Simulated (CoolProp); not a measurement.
Properties of dimethyl carbonate along the isotherm 600 K.

The numbers come from the reference Helmholtz-energy equation of state, Zhou 2011 in CoolProp.

```csv
p (bar),phase,cv (kJ/(kg K)),Joule-Thomson coefficient (K/MPa)
49.1,supercritical,___,8.794
98.2,supercritical,1.894,3.300
147,supercritical,1.870,1.148
196,supercritical,1.864,___
245,supercritical,1.863,0.3256
295,supercritical,1.863,0.1744
344,supercritical,1.864,0.07855
393,supercritical,1.866,___
442,supercritical,1.868,-0.03860
491,supercritical,1.870,-0.07696
```

Q: Fill in the missing entries.

A: 
- 49.1, cv (kJ/(kg K)): 1.840
- 196, Joule-Thomson coefficient (K/MPa): 0.5847
- 393, Joule-Thomson coefficient (K/MPa): 0.01123
